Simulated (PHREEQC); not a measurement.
Solution (25 °C): 0.055 mol/kgw H3PO4, 0.0023 mol/kgw H2SO4 and 0.0017 mol/kgw H4SiO4. Closed to the air; pH follows from the charge balance.

All values are PHREEQC results (ion-association model, phreeqc.dat), not measurements.

Precipitation was switched off in this run.

Task: Predict the pH.

Result: pH 1.75.

Task: In which forms is S present?

Result: HSO4- 53 %, SO4-2 47 % of the S.

Examples of supersaturated solids here: Quartz (slow to form), Chalcedony (slow to form). Others may be too.
